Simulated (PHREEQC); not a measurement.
Consider water at 25 °C with 2.6 mmol/kgw HF, 110 mmol/kgw NaF, 2.5 mmol/kgw (NH4)2SiF6 and 46 mmol/kgw H2SO4. Closed to the air; pH follows from the charge balance.

Equilibrium calculation in PHREEQC: ion-association model, phreeqc.dat.

| quantity | before | after |
|---|---|---|
| pH | 2.44 | 3.31 |
| ionic strength (mol/kgw) | 0.149 | 0.00210 |
| HF (mol/kgw) | 0.0788 | 0.000518 |
| SO4-2 (mol/kgw) | 0.0345 | 0.000440 |
| F- (mol/kgw) | 0.0207 | 0.000752 |
| SI of Quartz (SiO2) | -8.59 | -0.63 |

**Question.** Which change was made?
A. temperature from 25 to 40 °C
B. diluted 100-fold with water
C. temperature from 25 to 65 °C
D. temperature from 25 to 45 °C
E. 0.008 mol/kgw TMAH added

**Answer.** B, diluted 100-fold with water

Precipitation was switched off in this run. SiF6-2 is the database's only silicon fluoride.
